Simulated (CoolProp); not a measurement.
Fluorine along the isotherm 276.2 K: fugacity coefficient from the reference equation and from simpler models built on Tc = 144.4 K, pc = 52.40 bar, ω = 0.045; each cubic takes its own stable root.

Model: reference Helmholtz-energy equation of state, de Reuck 1990, in CoolProp.

```
p (bar)          phase  reference
-------  -------------  ---------
22.2               gas     0.9864
44.4               gas     0.9731
66.7     supercritical     0.9607
88.9     supercritical     0.9497
111      supercritical     0.9399
133      supercritical     0.9314
156      supercritical     0.9237
178      supercritical     0.9174
200      supercritical     0.9122
```

Question: How far does each simpler model (Redlich-Kwong, Soave-Redlich-Kwong, Peng-Robinson) lie from the reference over these 9 states: mean and median of the absolute difference, and the worst?

Answer: 
- Redlich-Kwong: mean 1.0 %, median 1.0 %, worst -1.8 % at 276.2 K and 200 bar
- Soave-Redlich-Kwong: mean 1.5 %, median 1.5 %, worst +2.5 % at 276.2 K and 200 bar
- Peng-Robinson: mean 1.8 %, median 1.9 %, worst -3.0 % at 276.2 K and 200 bar
